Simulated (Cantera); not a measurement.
A closed system holds: 1 mol Si, 7.7 mol HCl, 0.18 mol N₂, 3.7 mol HF, held at 26.0 mbar.

Method: chemical equilibrium by Gibbs-energy minimisation in Cantera with the NASA 1993 tables (ideal gas, pure condensed phases). Candidate condensed phases: NH₄Cl, Si, Si₃N₄; 49 gas species. The tables' values for SiF₃, SiCl₃, SiF₂ are old estimates; treat these amounts as uncertain. Equilibrium is a limit: real reactors are often held back by kinetics, nucleation or transport.

log p: log10 of the partial pressure in bar; nothing condenses.

```json
[
 {"T (K)": "973", "log p HCl": "-1.74", "log p H₂": "-2.31", "log p SiF₄": "-2.64", "log p N₂": "-3.35", "log p HF": "-4.56", "log p SiCl₄": "-3.72", "log p SiF₃": "-7.48"},
 {"T (K)": "1023", "log p HCl": "-1.74", "log p H₂": "-2.31", "log p SiF₄": "-2.65", "log p N₂": "-3.35", "log p HF": "-4.41", "log p SiCl₄": "-3.71", "log p SiF₃": "-6.97"},
 {"T (K)": "1073", "log p HCl": "-1.74", "log p H₂": "-2.31", "log p SiF₄": "-2.65", "log p N₂": "-3.35", "log p HF": "(withheld)", "log p SiCl₄": "-3.71", "log p SiF₃": "-6.50"},
 {"T (K)": "1123", "log p HCl": "-1.74", "log p H₂": "-2.31", "log p SiF₄": "-2.65", "log p N₂": "-3.35", "log p HF": "-4.15", "log p SiCl₄": "-3.70", "log p SiF₃": "-6.08"},
 {"T (K)": "1173", "log p HCl": "-1.74", "log p H₂": "-2.31", "log p SiF₄": "-2.65", "log p N₂": "-3.35", "log p HF": "-4.03", "log p SiCl₄": "-3.69", "log p SiF₃": "-5.70"},
 {"T (K)": "1223", "log p HCl": "-1.74", "log p H₂": "-2.31", "log p SiF₄": "-2.65", "log p N₂": "-3.35", "log p HF": "-3.93", "log p SiCl₄": "-3.69", "log p SiF₃": "-5.35"},
 {"T (K)": "1273", "log p HCl": "-1.74", "log p H₂": "-2.31", "log p SiF₄": "-2.65", "log p N₂": "-3.35", "log p HF": "-3.83", "log p SiCl₄": "-3.69", "log p SiF₃": "-5.02"},
 {"T (K)": "1323", "log p HCl": "-1.74", "log p H₂": "-2.31", "log p SiF₄": "-2.66", "log p N₂": "-3.35", "log p HF": "-3.74", "log p SiCl₄": "-3.70", "log p SiF₃": "-4.73"},
 {"T (K)": "1373", "log p HCl": "-1.74", "log p H₂": "-2.31", "log p SiF₄": "-2.66", "log p N₂": "-3.36", "log p HF": "-3.65", "log p SiCl₄": "-3.73", "log p SiF₃": "-4.47"},
 {"T (K)": "1423", "log p HCl": "-1.74", "log p H₂": "-2.32", "log p SiF₄": "-2.67", "log p N₂": "-3.36", "log p HF": "(withheld)", "log p SiCl₄": "(withheld)", "log p SiF₃": "-4.23"},
 {"T (K)": "1473", "log p HCl": "-1.74", "log p H₂": "-2.32", "log p SiF₄": "-2.68", "log p N₂": "-3.36", "log p HF": "-3.46", "log p SiCl₄": "-3.89", "log p SiF₃": "-4.03"}
]
```

Question: Some entries are withheld; supply them.

Answer: 
- 1073, log p HF: -4.27
- 1423, log p HF: -3.55
- 1423, log p SiCl₄: -3.79
